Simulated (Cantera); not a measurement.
A freely propagating, adiabatic, planar premixed flame of 7.13 % CH4, 0.635 % H2, 19.5 % O2, 72.8 % N2, unburnt at 400 K and 0.890 bar; mixture-averaged transport, grid criteria slope 0.08 and curve 0.16, no radiation.

Model: GRI-Mech 3.0 (53 species, 325 reactions), integrated in Cantera. Burning velocities carry a grid error of a few per cent, more on coarse grids.

Q: Predict: laminar burning velocity; thermal thickness; peak x(C2H4); peak x(CO).

A: 
- laminar burning velocity = 45.7 cm/s
- thermal thickness = 0.524 mm
- peak x(C2H4) = 0.000190
- peak x(CO) = 0.0307
